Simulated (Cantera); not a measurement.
An isothermal, constant-pressure homogeneous reactor starts with 11.5 % H2, 88.5 % O2, equivalence ratio 0.065, at 1025 K and 0.00240 bar.

Computed with Cantera and the H2/O2 subset of GRI-Mech 3.0, which has no nitrogen chemistry. Radical loss at walls, strong at low pressure, is not modelled. The temperature is held fixed by assumption; the heat of reaction is taken as removed at once.

x: mole fraction; the columns are a selection and need not sum to one.

| t (s) | x H2 | x O2 | x OH | x H2O2 | x H | x H2O | x HO2 |
|---|---|---|---|---|---|---|---|
| 0.000700 | 0.115 | 0.885 | 5.79e-11 | <1e-12 | 2.20e-10 | 7.12e-11 | 2.43e-10 |
| 0.00203 | 0.115 | 0.885 | 4.07e-10 | <1e-12 | 1.13e-9 | 1.27e-9 | 7.07e-10 |
| 0.00591 | 0.115 | 0.885 | 1.93e-8 | 1.77e-12 | 5.01e-8 | 9.06e-8 | 2.20e-9 |
| 0.0172 | 0.110 | 0.882 | ? | ? | ? | ? | ? |
| 0.0499 | 0.00315 | 0.821 | 0.00325 | 2.36e-8 | 0.0357 | 0.0932 | 1.81e-6 |
| 0.145 | 0.00239 | 0.837 | 0.00285 | 2.77e-8 | 0.0224 | 0.103 | 1.86e-6 |
| 0.421 | 0.00107 | 0.862 | 0.00191 | 3.67e-8 | 0.00605 | 0.116 | 1.75e-6 |
| 1.22 | 0.000180 | 0.875 | 0.000779 | 4.02e-8 | 0.000400 | 0.121 | 1.08e-6 |
| 3.55 | 1.88e-5 | 0.878 | 0.000253 | 2.54e-8 | 1.36e-5 | 0.122 | 3.28e-7 |
| 10.3 | ? | 0.878 | ? | ? | ? | 0.122 | ? |
| 30.0 | 4.38e-7 | 0.878 | 3.94e-5 | 4.53e-9 | 5.13e-8 | 0.122 | 1.56e-8 |

### Question
Some entries are withheld; supply them.

### Answer

- 0.0172, x OH: 0.000747
- 0.0172, x H2O2: 3.04e-9
- 0.0172, x H: 0.00211
- 0.0172, x H2O: 0.00382
- 0.0172, x HO2: 9.59e-7
- 10.3, x H2: 2.42e-6
- 10.3, x OH: 9.17e-5
- 10.3, x H2O2: 1.12e-8
- 10.3, x H: 6.48e-7
- 10.3, x HO2: 6.95e-8
